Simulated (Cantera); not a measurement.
Input (Python, Cantera) and output of one run.

```python
import numpy as np
import cantera as ct

gas_names = """
    O2 Br2
""".split()
cond_names = """
    Mg(L) MgBr2(s) MgO(s)
""".split()


# ... load() reads the species with a 1 bar reference pressure and builds the phases ...
species = {s.name: s for s in load("nasa_gas.yaml", gas_names) + load("nasa_condensed.yaml", cond_names)}
T = 975
g = {n: (s.thermo.h(T) - T * s.thermo.s(T)) / (ct.gas_constant * T * np.log(10)) for n, s in species.items()}
valid = cond_names  # the entries whose range holds T


def stable(la, lb):
    # potentials (over RT ln 10) of the two non-metals from log10 p(O2) and log10 p(Br2) in bar
    mu = {}
    mu["O"] = (g["O2"] + la) / 2
    mu["Br"] = (g["Br2"] + lb) / 2
    cost = {}
    for n in valid:
        c = species[n].composition
        cost[n] = (g[n] - sum(c.get(e, 0) * m for e, m in mu.items())) / c["Mg"]
    return min(cost, key=cost.get)


results = []
for lb in [0, -2, -4, -6, -8, -10, -12, -14, -16, -18, -20]:
    row = [stable(la, lb) for la in [-35, -32.9, -30.9, -28.8, -26.8, -24.7, -22.6, -20.6, -18.5, -16.5, -14.4, -12.4, -10.3, -8.2, -6.2, -4.1, -2.1, 0]]
    results.append(row)
    print(f"{lb:6.1f}  " + " ".join(f"{valid.index(n):x}" for n in row))
print("key: " + ", ".join(f"{i:x} {n}" for i, n in enumerate(valid)))
```

It prints:

```
   0.0  1 1 1 1 1 1 1 1 1 1 1 1 1 2 2 2 2 2
  -2.0  1 1 1 1 1 1 1 1 1 1 1 2 2 2 2 2 2 2
  -4.0  1 1 1 1 1 1 1 1 1 2 2 2 2 2 2 2 2 2
  -6.0  1 1 1 1 1 1 1 2 2 2 2 2 2 2 2 2 2 2
  -8.0  1 1 1 1 1 2 2 2 2 2 2 2 2 2 2 2 2 2
 -10.0  1 1 1 2 2 2 2 2 2 2 2 2 2 2 2 2 2 2
 -12.0  1 2 2 2 2 2 2 2 2 2 2 2 2 2 2 2 2 2
 -14.0  2 2 2 2 2 2 2 2 2 2 2 2 2 2 2 2 2 2
 -16.0  2 2 2 2 2 2 2 2 2 2 2 2 2 2 2 2 2 2
 -18.0  2 2 2 2 2 2 2 2 2 2 2 2 2 2 2 2 2 2
 -20.0  2 2 2 2 2 2 2 2 2 2 2 2 2 2 2 2 2 2
key: 0 Mg(L), 1 MgBr2(s), 2 MgO(s)
```

Source: NASA polynomial tables (part measured, part estimated), evaluated in Cantera. Not in the tables: oxide halides.
